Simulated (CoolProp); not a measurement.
Model: reference Helmholtz-energy equation of state, Wagner 2002, in CoolProp.

Task: For water, give the phase and the density (kg/m³), conductivity (mW/(m K)), fugacity coefficient at 477.3 K and 59.4 bar.

Result: 
- 477.3 K and 59.4 bar: liquid; density 863, conductivity 661, fugacity coefficient 0.266

Thermal conductivity comes from a separate model (Huber 2012).
